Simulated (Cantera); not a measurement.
Charge: 1 mol c-C₄F₈, 0.86 mol CH₄, equilibrated at 82.0 Pa.

Method: chemical equilibrium by Gibbs-energy minimisation in Cantera with the NASA 1993 tables (ideal gas, pure condensed phases). Candidate condensed phases: C, C₆H₆, C₇H₈, C₈H₁₈; 95 gas species. The feed counts by its element totals alone. Gases not in the tables: C₂F₆ and larger saturated fluorocarbons. Kinetics and transport are ignored.

**Question.** At 1573 K, list the 4 most abundant gas species with their mole fractions, and the condensed phases.

**Answer.** HF 0.750, CF₄ 0.247, CF₂ 0.00210, F 0.000932. Condensed: C(graphite).
